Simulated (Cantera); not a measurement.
Input: 1 mol CH2F2, 0.015 mol F2, 10 mol H2, held at 1425 K and 10.0 mbar.

Cantera equilibrium calculation (NASA polynomials, part measured and part estimated; ideal gas, pure solids and liquids). Candidate condensed phases: C, C6H6, C7H8, C8H18; 95 gas species. Rates play no part.

Base state: H2 0.831, HF 0.169, H 6.22e-5, CH4 2.60e-5 (mole fractions); condensed: C(graphite).

What changes in the equilibrium state with this change: F2 from 0.015 to 0.48 mol?


```
species            before    after
----------------  -------  -------
H2                  0.831    0.763
HF                  0.169    0.237
H                 6.22e-5  5.96e-5
CH4               2.60e-5  2.19e-5
C(graphite), mol    1.000    1.000
```
